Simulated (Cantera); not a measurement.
## Adiabatic ignition

An adiabatic, constant-pressure homogeneous reactor starts with CH₄ : C₂H₆ : C₃H₈ : O₂ : N₂ = 1 : 0.28 : 0.46 : 2.3 : 7.35 (molar parts), at 1723 K and 37000 Pa.

Cantera simulation using GRI-Mech 3.0 (53 species, 325 reactions); the numbers are that mechanism's predictions, not measurements. GRI-Mech 3.0 was tuned for natural gas; its chemistry of propane as a main component is partial and can be far from experiment.

```tsv
t (s)	T (K)	x CH₄	x C₂H₆	x C₃H₈	x O₂	x OH	x N₂O
5.00e-6	1692	0.0867	0.0229	0.0357	0.199	8.00e-5	6.02e-10
1.50e-5	1672	0.0831	0.0192	0.0248	0.190	0.000183	2.65e-9
4.51e-5	1911	0.0590	0.00265	0.000645	0.118	0.000725	2.56e-8
0.000136	2691	0.00112	6.47e-8	6.51e-11	1.84e-5	0.00172	3.27e-8
0.000408	2668	0.000179	1.72e-9	<1e-12	1.01e-5	0.00144	7.30e-8
0.00122	2629	1.05e-9	<1e-12	<1e-12	1.93e-5	0.00190	3.00e-8
0.00368	2583	6.89e-12	<1e-12	<1e-12	3.69e-5	0.00253	1.16e-8
0.0111	2574	5.26e-12	<1e-12	<1e-12	4.14e-5	0.00266	8.48e-9
0.0332	2574	5.21e-12	<1e-12	<1e-12	4.16e-5	0.00266	7.69e-9
0.0998	2574	5.21e-12	<1e-12	<1e-12	4.16e-5	0.00266	7.65e-9
0.300	2574	5.21e-12	<1e-12	<1e-12	4.16e-5	0.00266	7.65e-9
```
x: mole fraction; the columns are a selection and need not sum to one.

```yaml
time_of_steepest_temperature_rise: 66.9 µs
temperature at 0.300 s: 2574 K
equilibrium_temperature: 2574 K
x(CH₄) at 0.300 s: 5.21e-12 (gas-phase equilibrium 5.78e-12)
x(C₂H₆) at 0.300 s: <1e-12 (gas-phase equilibrium <1e-12)
x(C₃H₈) at 0.300 s: <1e-12 (gas-phase equilibrium <1e-12)
```
